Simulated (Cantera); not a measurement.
Feed: 1 mol Si2H6, 4.8 mol O2, 2.4 mol N2, 6.1 mol CO2, at 0.133 bar.

Cantera equilibrium calculation (NASA polynomials, part measured and part estimated; ideal gas, pure solids and liquids). Candidate condensed phases: C, C6H6, C7H8, C8H18, H2O, Si, SiC, SiO2, Si2N2O, Si3N4; 151 gas species. The feed counts by its element totals alone. The tables hold silica as quartz up to 1696 K and as liquid above; real silica turns to tridymite and cristobalite and melts near 1996 K. Gases not in the tables: Si(OH)4. Equilibrium is a limit: real reactors are often held back by kinetics, nucleation or transport.

Question: Which condensed phases are stable at each of these points (T (°C)): 477, 577, 677, 777, 877, 977, 1077, 1177, 1277, 1377, 1477, 1577, 1677?

Answer: 
```
T (°C)  condensed phases  Si condensed (%)
------  ----------------  ----------------
477       SiO2(α-quartz)             100.0
577       SiO2(β-quartz)             100.0
677       SiO2(β-quartz)             100.0
777       SiO2(β-quartz)             100.0
877       SiO2(β-quartz)             100.0
977       SiO2(β-quartz)             100.0
1077      SiO2(β-quartz)             100.0
1177      SiO2(β-quartz)             100.0
1277      SiO2(β-quartz)             100.0
1377      SiO2(β-quartz)             100.0
1477     SiO2(condensed)             100.0
1577     SiO2(condensed)             100.0
1677     SiO2(condensed)             100.0
```

At 477 °C the condensed part is SiO2(α-quartz). From 577 °C to 1377 °C the condensed part is SiO2(β-quartz). From 1477 °C to 1677 °C the condensed part is SiO2(condensed).
